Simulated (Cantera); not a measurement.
What does this Cantera script print?

```python
import numpy as np
import cantera as ct

gas = ct.Solution("gri30.yaml")
gas.TPX = 1575, 13000, {'CH4': 1, 'H2': 45}
reactor = ct.IdealGasConstPressureReactor(gas, energy="off", clone=False)
net = ct.ReactorNet([reactor])
net.rtol, net.atol = 1e-08, 1e-18
show = ['CH4', 'H2', 'H', 'C2H2', 'CH3']
times = np.geomspace(0.0007, 200, 10)

steps = ct.SolutionArray(gas, extra=["t"])
rows = []
print(f"{'t/s':>10s}{'T/K':>9s}{'P/Pa':>11s}" + "".join(f"{s:>11s}" for s in show))
for t in times:
    while net.time < t:
        t_next = net.step()
        steps.append(gas.state, t=t_next)
    rows.append([np.interp(t, steps.t, y) for y in (steps.T, steps.P, *steps(*show).X.T)])
    print(f"{t:10.3e}{rows[-1][0]:9.1f}{rows[-1][1]:11.4g}" + "".join(f"{x:11.3e}" for x in rows[-1][2:]))
rate = np.gradient(steps.T, steps.t)
print("integrator steps:", len(steps.t))
if steps.T.max() > steps.T[0] + 200:
    print(f"time of steepest temperature rise: {steps.t[rate.argmax()]:.4e} s")
gas.TPX = 1575, 13000, {'CH4': 1, 'H2': 45}
gas.equilibrate("TP")
print(f"equilibrium (TP): T = {gas.T:.1f} K  " + "  ".join(f"{s} {gas[s].X[0]:.3e}" for s in show))
```

Output:

```
       t/s      T/K       P/Pa        CH4         H2          H       C2H2        CH3
 7.000e-04   1575.0    1.3e+04  2.174e-02  9.783e-01  6.639e-06  3.048e-12  3.011e-06
 2.827e-03   1575.0    1.3e+04  2.173e-02  9.782e-01  2.632e-05  1.505e-09  1.188e-05
 1.142e-02   1575.0    1.3e+04  2.169e-02  9.782e-01  8.257e-05  9.081e-07  3.715e-05
 4.610e-02   1575.0    1.3e+04  2.156e-02  9.782e-01  1.072e-04  4.630e-05  4.795e-05
 1.862e-01   1575.0    1.3e+04  2.107e-02  9.785e-01  1.075e-04  2.862e-04  4.693e-05
 7.519e-01   1575.0    1.3e+04  1.927e-02  9.794e-01  1.081e-04  1.155e-03  4.316e-05
 3.037e+00   1575.0    1.3e+04  1.433e-02  9.819e-01  1.101e-04  3.541e-03  3.260e-05
 1.226e+01   1575.0    1.3e+04  7.454e-03  9.854e-01  1.134e-04  6.860e-03  1.741e-05
 4.952e+01   1575.0    1.3e+04  4.627e-03  9.869e-01  1.152e-04  8.224e-03  1.096e-05
 2.000e+02   1575.0    1.3e+04  4.544e-03  9.869e-01  1.153e-04  8.264e-03  1.077e-05
integrator steps: 713
equilibrium (TP): T = 1575.0 K  CH4 4.544e-03  H2 9.869e-01  H 1.153e-04  C2H2 8.264e-03  CH3 1.077e-05
```

Computed with Cantera and GRI-Mech 3.0 (53 species, 325 reactions). GRI-Mech 3.0 stops at C3 and has no aromatics, soot or wall deposition, so with more carbon than oxygen in the feed, carbon stays in small species such as C2H2 where larger ones or solid carbon would form.
